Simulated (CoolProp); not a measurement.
Saturation properties of R365MFC.

Model: reference Helmholtz-energy equation of state, Lemmon 2016, in CoolProp.

| T (K) | p (MPa) | enthalpy of vaporisation (kJ/kg) | liquid cp (kJ/(kg K)) |
|---|---|---|---|
| 344.3 | 0.2745 | 172.0 | 1.481 |
| 348.8 | (withheld) | 169.4 | (withheld) |
| 353.2 | 0.3523 | 166.8 | 1.505 |
| 357.6 | 0.3965 | 164.1 | 1.518 |
| 362 | 0.4447 | 161.3 | 1.532 |
| 366.4 | 0.4973 | 158.5 | 1.546 |
| 370.8 | 0.5545 | 155.6 | 1.561 |
| 375.3 | 0.6181 | 152.6 | (withheld) |
| 379.7 | 0.6854 | 149.5 | 1.594 |
| 384.1 | (withheld) | 146.3 | 1.612 |
| 388.5 | 0.8366 | 143.0 | 1.631 |

Problem. Fill in the missing entries.

Solution. 
- 348.8, p (MPa): 0.3120
- 348.8, liquid cp (kJ/(kg K)): 1.493
- 375.3, liquid cp (kJ/(kg K)): 1.577
- 384.1, p (MPa): 0.7581

It boils at 313.3 K under 1 atm.
